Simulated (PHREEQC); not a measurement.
Dissolve 0.17 mol/kgw CdCl2, 3.5e-05 mol/kgw Na2SO4 and 0.015 mol/kgw H2SO4 at 40 °C. Closed to the air; pH follows from the charge balance.

The numbers come from PHREEQC with the ion-association model, wateq4f.dat.

No solid was allowed to form.

Predict the pH, ionic strength, activity of water.

pH 1.72; ionic strength 0.205 mol/kgw; activity of water 0.994.

In which forms is Cd present?

CdCl+ 61 %, CdCl2 20 %, Cd+2 14 %, CdCl3- 2.5 %, CdSO4 2.0 % of the Cd.

Away from 25 °C the constants follow the database's enthalpies or fits; those with neither stay at their 25 °C values.
